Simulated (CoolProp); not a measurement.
Vapour-liquid equilibrium of n-hexane (1) + m-xylene (2) at 3.17 bar; x and y are mole fractions of (1).

Computed with CoolProp (multi-fluid Helmholtz-energy mixture model, Thol 2019 and Zhou 2012; pair parameters Bell 2016).

Question: Give the bubble temperature and the first vapour's composition at x = 0.125, 0.5, 0.65. Is there an azeotrope?

Answer: x = 0.125: 168.2 °C, y = 0.401; x = 0.5: 130.6 °C, y = 0.855; x = 0.65: 122.8 °C, y = 0.911. No azeotrope shows between x = 0.05 and 0.95.

The pair parameters rest on a limited set of measurements; away from them the model extrapolates. The gap from Raoult's law changes sign with composition, which may be real or a fault of the pair parameters; it wasn't checked against measurements.
